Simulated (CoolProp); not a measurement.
Propyne along the isobar 70.9 bar: density (kg/m³) from the reference equation and from simpler models built on Tc = 129.6 °C, pc = 56.58 bar, ω = 0.204; each cubic takes its own stable root.

Computed with CoolProp (reference Helmholtz-energy equation of state, Polt 1992). This equation is an older, rougher fit; its heat capacities, sound speeds and derivatives of the liquid may be far off and weren't checked against measurements.

```json
[
 {"T (°C)": "107.05", "phase": "liquid", "reference": "470.6"},
 {"T (°C)": "114.85", "phase": "liquid", "reference": "448.3"},
 {"T (°C)": "122.75", "phase": "liquid", "reference": "421.1"},
 {"T (°C)": "130.55", "phase": "supercritical", "reference": "385.2"},
 {"T (°C)": "138.35", "phase": "supercritical", "reference": "325.9"},
 {"T (°C)": "146.15", "phase": "supercritical", "reference": "219.0"},
 {"T (°C)": "153.95", "phase": "supercritical", "reference": "164.8"},
 {"T (°C)": "161.75", "phase": "supercritical", "reference": "142.0"},
 {"T (°C)": "169.55", "phase": "supercritical", "reference": "128.4"},
 {"T (°C)": "177.45", "phase": "supercritical", "reference": "118.7"},
 {"T (°C)": "185.25", "phase": "supercritical", "reference": "111.4"},
 {"T (°C)": "193.05", "phase": "supercritical", "reference": "105.6"},
 {"T (°C)": "200.85", "phase": "supercritical", "reference": "100.7"}
]
```

Task: How far does each simpler model (van der Waals, Redlich-Kwong, Peng-Robinson) lie from the reference over these 13 states: mean and median of the absolute difference, and the worst?

Result: 
- van der Waals: mean 15.9 %, median 9.3 %, worst -34.3 % at 107.05 °C and 70.9 bar
- Redlich-Kwong: mean 7.5 %, median 2.9 %, worst -17.1 % at 130.55 °C and 70.9 bar
- Peng-Robinson: mean 3.7 %, median 2.3 %, worst -10.7 % at 138.35 °C and 70.9 bar
